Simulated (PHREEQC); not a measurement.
A solution holds 0.0074 mol/kgw CaSO4 and 0.0011 mol/kgw NaCl, at 14 °C. Closed to the air; pH follows from the charge balance.

Equilibrium calculation in PHREEQC: ion-association model, phreeqc.dat.

No solid was allowed to form.

Q: Order these S species by the share of S that they hold, largest first: CaSO4, SO4-2, NaSO4-.

A: SO4-2 (77 %), CaSO4 (23 %), NaSO4- (0.22 %)

The ionic strength is 0.0239 mol/kgw. Species that the database lacks are ignored. At this temperature some constants are extrapolated from 25 °C, and those without enthalpy data are left unchanged.
